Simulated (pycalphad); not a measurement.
Phase fractions of Al-0.1966Si-10.77Fe (wt.%)

All values are pycalphad results on the COST 507 light-alloy database (1999) (1 atm), not direct measurements. These are 1990s assessments: newer ones move some temperatures and phases. Phase fractions are per mole of atoms. Kinetics are ignored, which matters at the lower temperatures.

```json
[
 {"T (K)": "1250", "liquid": "1.000", "AL13FE4": "-", "fcc": "-", "ALFESI_ALPHA": "-"},
 {"T (K)": "1175", "liquid": "0.995", "AL13FE4": "0.005", "fcc": "-", "ALFESI_ALPHA": "-"},
 {"T (K)": "1100", "liquid": "0.902", "AL13FE4": "0.098", "fcc": "-", "ALFESI_ALPHA": "-"},
 {"T (K)": "1025", "liquid": "0.843", "AL13FE4": "0.157", "fcc": "-", "ALFESI_ALPHA": "-"},
 {"T (K)": "950", "liquid": "0.806", "AL13FE4": "0.194", "fcc": "-", "ALFESI_ALPHA": "-"},
 {"T (K)": "875", "liquid": "-", "AL13FE4": "0.232", "fcc": "0.768", "ALFESI_ALPHA": "-"},
 {"T (K)": "800", "liquid": "-", "AL13FE4": "0.225", "fcc": "0.765", "ALFESI_ALPHA": "0.010"},
 {"T (K)": "725", "liquid": "-", "AL13FE4": "0.217", "fcc": "0.763", "ALFESI_ALPHA": "0.020"},
 {"T (K)": "650", "liquid": "-", "AL13FE4": "0.213", "fcc": "0.761", "ALFESI_ALPHA": "0.025"},
 {"T (K)": "575", "liquid": "-", "AL13FE4": "0.212", "fcc": "0.761", "ALFESI_ALPHA": "0.027"},
 {"T (K)": "500", "liquid": "-", "AL13FE4": "0.212", "fcc": "0.760", "ALFESI_ALPHA": "0.027"}
]
```

Database names, with the compositions (at.%) that they take in these runs: AL13FE4: Al 76 Fe 24; ALFESI_ALPHA: Al 74 Fe 19 Si 7.
